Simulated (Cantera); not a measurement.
Input: 1 mol B, 170 mol H2, held at 28.0 Pa.

Equilibrium computed with Cantera from the NASA thermochemical tables; the gas is ideal and each condensed phase is pure. Candidate condensed phases: B; 7 gas species. Rates play no part. All values below are at 750 °C.

Base state: H2 1.00 (mole fractions); condensed: B(s).

Q: What changes in the equilibrium state with this change: B replaced by BCl3?

A: 
```tsv
species	before	after
H2	1.00	0.983
HCl	0	0.0174
BCl3	0	2.73e-5
B(s), mol	1.000	0.995
```
